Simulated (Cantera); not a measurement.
Cantera run:

```python
import numpy as np
import cantera as ct

gas_names = """
    C CO CO2 C2 C2O C3 C3O2 C4 C5 O O2 O3 Si SiC SiC2 SiO SiO2 Si2 Si2C Si3
""".split()
cond_names = """
    C(gr) Si(cr) Si(L) SiC(b) SiO2(Lqz) SiO2(hqz) SiO2(L)
""".split()


# ... load() reads the species with a 1 bar reference pressure and builds the phases ...
atoms = {
    'Si': {'Si': 1},
    'CO2': {'C': 1, 'O': 2},
    'CO': {'C': 1, 'O': 1},
}
top_T = {'C(gr)': 4500, 'SiC(b)': 3050}  # K; cautious upper limits of use, not melting points


# ... equilibrate(T, P, feed) seeds the gas with the atoms and calls Mixture.equilibrate('TP', solver="vcs", rtol=1e-11, max_steps=5000) ...
results = []
feed = {'Si': 1, 'CO2': 23, 'CO': 1.4}  # mol
T = 723.15  # K
P = 270000  # Pa
mix = equilibrate(T, P, feed)
results.append((T, P, feed, dict(zip(mix.species_names, mix.species_moles))))
print(gas.report(threshold=1e-06))
for i in range(1, mix.n_phases):
    print(f"{mix.phase(i).name:16s} {mix.phase_moles(i):12.5e} mol")
```

Result:

```
       temperature   723.15 K
          pressure   2.7e+05 Pa
           density   1.9653 kg/m^3
  mean mol. weight   43.764 kg/kmol
   phase of matter   gas

                          1 kg             1 kmol
                     ---------------   ---------------
          enthalpy       -8.4627e+06       -3.7036e+08  J
   internal energy       -8.6001e+06       -3.7638e+08  J
           entropy            5582.8        2.4433e+05  J/K
    Gibbs function         -1.25e+07       -5.4705e+08  J
 heat capacity c_p              1137             49762  J/K
 heat capacity c_v            947.06             41447  J/K

                      mass frac. Y      mole frac. X     chem. pot. / RT
                     ---------------   ---------------   ---------------
                CO         0.0097947          0.015304           -46.401
               CO2           0.99021            0.9847           -91.676
     [  +18 minor]        2.3565e-19        1.5159e-19

C(gr)             1.52496e+00 mol
Si(cr)            0.00000e+00 mol
SiC(b)            0.00000e+00 mol
SiO2(Lqz)         1.00000e+00 mol
```

Cantera equilibrium calculation (NASA polynomials, part measured and part estimated; ideal gas, pure solids and liquids).
